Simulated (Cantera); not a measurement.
Mixture: H2 : O2 : N2 = 1 : 1.14 : 5.34 (molar parts), at 101000 Pa, adiabatic and at constant volume. Ignition delay is the time to a rise of 400 K.

Detailed kinetics in Cantera: GRI-Mech 3.0 (53 species, 325 reactions). Below about 950 K walls govern HO2 and H2O2 in real vessels. Where the delays flatten at high temperature, the 400 K rule measures the pace of heat release, not the induction time.

What does this change do: 0.19 parts NO added?


```tsv
quantity	before	after
delay at 925 K	95.7 ms	0.390 ms
delay at 1075 K	0.133 ms	0.109 ms
delay at 1225 K	52.4 µs	49.9 µs
delay at 1375 K	32.5 µs	31.3 µs
delay at 1525 K	27.1 µs	25.4 µs
```
The mechanism lacks 2 NO + O2 → 2 NO2 and HONO, so NO2 and the effect of NO are under-described below about 1400 K.
